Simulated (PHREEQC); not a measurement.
**Polishing slurry liquid (model solution)**

Make-up at 25 °C: 1 mmol/kgw K2CO3 and 0.076 mmol/kgw Na2HPO4. Closed to the air; pH follows from the charge balance.

Equilibrium calculation in PHREEQC: ion-association model, phreeqc.dat.

This is a speciation only: nothing precipitates in the calculation.

Problem. Predict the pH, ionic strength.

Solution. pH 10.52; ionic strength 0.00287 mol/kgw.

Problem. In which forms is C present?

Solution. CO3-2 65 %, HCO3- 35 % of the C.
